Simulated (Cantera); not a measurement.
Feed: 1 mol Si, 2 mol HCl, 4.3 mol H2, at 1002 °C and 75.0 Torr.

These are equilibrium values from Cantera (NASA tables, ideal gas, pure condensed phases), not measurements of a reactor. Candidate condensed phases: Si; 19 gas species. The tables' values for SiCl3 are old estimates; treat these amounts as uncertain. Kinetics and transport are ignored.

Base state: H2 0.831, HCl 0.0901, SiCl4 0.0309, SiCl2 0.0253, SiHCl3 0.0115, SiCl3 0.0110, SiH2Cl2 0.000592 (mole fractions); condensed: Si(s).

Question: What changes in the equilibrium state with this change: pressure from 75.0 Torr to 1880 Torr?

Answer: 
```
species       before     after
----------  --------  --------
H2             0.831     0.867
HCl           0.0901    0.0442
SiCl4         0.0309    0.0410
SiHCl3        0.0115    0.0325
SiCl2         0.0253   0.00584
SiCl3         0.0110   0.00607
SiH3Cl       8.53e-6  0.000109
SiH2Cl2     0.000592   0.00356
Si(s), mol     0.524     0.480
```
